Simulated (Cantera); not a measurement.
Input: 1 mol TiC, 0.023 mol C, 0.081 mol H2, held at 1375 °C and 82000 Pa.

Equilibrium computed with Cantera from the NASA thermochemical tables; the gas is ideal and each condensed phase is pure. Candidate condensed phases: C, C6H6, C7H8, C8H18, Ti, TiC; 77 gas species. TiC: taken at fixed stoichiometry. The numbers say what is thermodynamically allowed, not how fast it happens.

Base state: H2 0.999, CH4 0.00110, H 9.83e-5, C2H2 (acetylene) 4.47e-5 (mole fractions); condensed: C(graphite) + TiC(s).

Problem. What changes in the equilibrium state with this change: temperature from 1375 °C to 2225 °C?

Solution. 
```tsv
species	before	after
H2	0.999	0.962
H	9.83e-5	0.0270
C2H2 (acetylene)	4.47e-5	0.0103
C4H2	<1e-9	4.57e-5
C2H	<1e-9	2.07e-5
C(graphite), mol	0.0229	0.0213
TiC(s), mol	1.00	1.00
```
